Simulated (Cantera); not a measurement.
Input (Python, Cantera):

```python
import numpy as np
import cantera as ct

gas = ct.Solution("gri30.yaml")
gas.TPX = 1175, 920, {'H2': 0.0065, 'O2': 1}
reactor = ct.IdealGasConstPressureReactor(gas, energy="off", clone=False)
net = ct.ReactorNet([reactor])
net.rtol, net.atol = 1e-08, 1e-18
show = ['H2', 'O2', 'O', 'H', 'H2O2']
times = np.geomspace(1e-06, 200, 9)

steps = ct.SolutionArray(gas, extra=["t"])
rows = []
print(f"{'t/s':>10s}{'T/K':>9s}{'P/Pa':>11s}" + "".join(f"{s:>11s}" for s in show))
for t in times:
    while net.time < t:
        t_next = net.step()
        steps.append(gas.state, t=t_next)
    rows.append([np.interp(t, steps.t, y) for y in (steps.T, steps.P, *steps(*show).X.T)])
    print(f"{t:10.3e}{rows[-1][0]:9.1f}{rows[-1][1]:11.4g}" + "".join(f"{x:11.3e}" for x in rows[-1][2:]))
rate = np.gradient(steps.T, steps.t)
print("integrator steps:", len(steps.t))
if steps.T.max() > steps.T[0] + 200:
    print(f"time of steepest temperature rise: {steps.t[rate.argmax()]:.4e} s")
gas.TPX = 1175, 920, {'H2': 0.0065, 'O2': 1}
gas.equilibrate("TP")
print(f"equilibrium (TP): T = {gas.T:.1f} K  " + "  ".join(f"{s} {gas[s].X[0]:.3e}" for s in show))
```

Result:

```
       t/s      T/K       P/Pa         H2         O2          O          H       H2O2
 1.000e-06   1175.0        920  6.458e-03  9.935e-01  1.839e-14  2.490e-12  3.646e-19
 1.091e-05   1175.0        920  6.458e-03  9.935e-01  2.084e-12  2.528e-11  4.339e-17
 1.189e-04   1175.0        920  6.458e-03  9.935e-01  1.585e-10  1.485e-10  5.123e-15
 1.297e-03   1175.0        920  6.458e-03  9.935e-01  5.624e-09  6.388e-10  6.029e-13
 1.414e-02   1175.0        920  5.972e-03  9.931e-01  3.335e-04  2.819e-05  2.029e-09
 1.542e-01   1175.0        920  1.471e-05  9.888e-01  4.431e-03  1.403e-04  8.421e-09
 1.682e+00   1175.0        920  2.584e-06  9.927e-01  7.614e-04  1.011e-05  6.149e-09
 1.834e+01   1175.0        920  5.750e-08  9.935e-01  1.700e-05  3.399e-08  8.020e-10
 2.000e+02   1175.0        920  1.735e-09  9.935e-01  5.176e-07  1.809e-10  3.683e-11
integrator steps: 1778
equilibrium (TP): T = 1175.0 K  H2 5.097e-10  O2 9.935e-01  O 1.527e-07  H 2.904e-11  H2O2 1.181e-11
```

Model: GRI-Mech 3.0 (53 species, 325 reactions), integrated in Cantera. Radical loss at walls, strong at low pressure, is not modelled.
